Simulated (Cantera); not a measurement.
Standard-state values (1 bar) from the NASA 1993 polynomials, evaluated with Cantera. Values are per mole of reaction as written; species without (g) are pure solids or liquids, kept so even where they would boil at 1 bar.

Problem. Between 300 and 1773 K, where is each reaction favourable under standard conditions?
- 2 NiS2 + C2H2(g) ⇌ 2 Ni + 2 H(g) + 2 CS2(g)

Solution. 
- 2 NiS2 + C2H2(g) ⇌ 2 Ni + 2 H(g) + 2 CS2(g): ΔG° is 578 kJ at 300 K and 13 kJ at 1773 K; it stays positive (K < 1). ΔH° is 591 kJ and ΔS° 326 J/K at 1773 K.
